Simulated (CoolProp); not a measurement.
n-perfluorohexane along the isobar 2.22 MPa: density (kg/m³) from the reference equation and from simpler models built on Tc = 448.0 K, pc = 1.742 MPa, ω = 0.497; each cubic takes its own stable root.

Values from CoolProp's reference Helmholtz-energy equation of state, Gao 2022.

```json
[
 {"T (K)": "194.7", "phase": "liquid", "reference": "1971"},
 {"T (K)": "214.3", "phase": "liquid", "reference": "1915"},
 {"T (K)": "234", "phase": "liquid", "reference": "1861"},
 {"T (K)": "253.6", "phase": "liquid", "reference": "1808"},
 {"T (K)": "273.3", "phase": "liquid", "reference": "1755"},
 {"T (K)": "292.9", "phase": "liquid", "reference": "1700"},
 {"T (K)": "312.5", "phase": "liquid", "reference": "1645"},
 {"T (K)": "332.2", "phase": "liquid", "reference": "1586"},
 {"T (K)": "351.8", "phase": "liquid", "reference": "1524"},
 {"T (K)": "371.4", "phase": "liquid", "reference": "1456"},
 {"T (K)": "391.1", "phase": "liquid", "reference": "1379"},
 {"T (K)": "410.7", "phase": "liquid", "reference": "1287"},
 {"T (K)": "430.4", "phase": "liquid", "reference": "1167"},
 {"T (K)": "450", "phase": "supercritical", "reference": "966.8"}
]
```

Task: How far does each simpler model (van der Waals, Redlich-Kwong, Soave-Redlich-Kwong, Peng-Robinson) lie from the reference over these 14 states: mean and median of the absolute difference, and the worst?

Result: 
- van der Waals: mean 42.2 %, median 42.7 %, worst -44.9 % at 194.7 K and 2.22 MPa
- Redlich-Kwong: mean 19.6 %, median 18.6 %, worst -23.7 % at 430.4 K and 2.22 MPa
- Soave-Redlich-Kwong: mean 15.3 %, median 14.1 %, worst -23.8 % at 450 K and 2.22 MPa
- Peng-Robinson: mean 4.7 %, median 3.3 %, worst -15.9 % at 450 K and 2.22 MPa
